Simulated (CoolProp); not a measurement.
n-perfluorohexane along the isotherm 450 K: Z from the reference equation and from simpler models built on Tc = 448.0 K, pc = 1742 kPa, ω = 0.497; each cubic takes its own stable root.

Computed with CoolProp (reference Helmholtz-energy equation of state, Gao 2022).

```json
[
 {"p (kPa)": "187", "phase": "gas", "reference": "0.9620", "Redlich-Kwong": "0.9630", "Soave-Redlich-Kwong": "0.9632", "Peng-Robinson": "0.9591"},
 {"p (kPa)": "373", "phase": "gas", "reference": "0.9219", "Redlich-Kwong": "0.9244", "Soave-Redlich-Kwong": "0.9247", "Peng-Robinson": "0.9167"},
 {"p (kPa)": "560", "phase": "gas", "reference": "0.8788", "Redlich-Kwong": "0.8832", "Soave-Redlich-Kwong": "0.8837", "Peng-Robinson": "0.8719"},
 {"p (kPa)": "746", "phase": "gas", "reference": "0.8326", "Redlich-Kwong": "0.8394", "Soave-Redlich-Kwong": "0.8402", "Peng-Robinson": "0.8248"},
 {"p (kPa)": "933", "phase": "gas", "reference": "0.7817", "Redlich-Kwong": "0.7917", "Soave-Redlich-Kwong": "0.7928", "Peng-Robinson": "0.7740"},
 {"p (kPa)": "1120", "phase": "gas", "reference": "0.7249", "Redlich-Kwong": "0.7389", "Soave-Redlich-Kwong": "0.7405", "Peng-Robinson": "0.7184"},
 {"p (kPa)": "1310", "phase": "gas", "reference": "0.6583", "Redlich-Kwong": "0.6776", "Soave-Redlich-Kwong": "0.6799", "Peng-Robinson": "0.6549"},
 {"p (kPa)": "1490", "phase": "gas", "reference": "0.5814", "Redlich-Kwong": "0.6073", "Soave-Redlich-Kwong": "0.6108", "Peng-Robinson": "0.5835"},
 {"p (kPa)": "1680", "phase": "gas", "reference": "0.4670", "Redlich-Kwong": "0.5014", "Soave-Redlich-Kwong": "0.5090", "Peng-Robinson": "0.4805"},
 {"p (kPa)": "1870", "phase": "supercritical", "reference": "0.2083", "Redlich-Kwong": "0.2707", "Soave-Redlich-Kwong": "0.2799", "Peng-Robinson": "0.2564"},
 {"p (kPa)": "2050", "phase": "supercritical", "reference": "0.2011", "Redlich-Kwong": "0.2636", "Soave-Redlich-Kwong": "0.2676", "Peng-Robinson": "0.2432"},
 {"p (kPa)": "2240", "phase": "supercritical", "reference": "0.2084", "Redlich-Kwong": "0.2701", "Soave-Redlich-Kwong": "0.2729", "Peng-Robinson": "0.2472"},
 {"p (kPa)": "2430", "phase": "supercritical", "reference": "0.2186", "Redlich-Kwong": "0.2802", "Soave-Redlich-Kwong": "0.2826", "Peng-Robinson": "0.2555"},
 {"p (kPa)": "2610", "phase": "supercritical", "reference": "0.2294", "Redlich-Kwong": "0.2913", "Soave-Redlich-Kwong": "0.2934", "Peng-Robinson": "0.2650"}
]
```
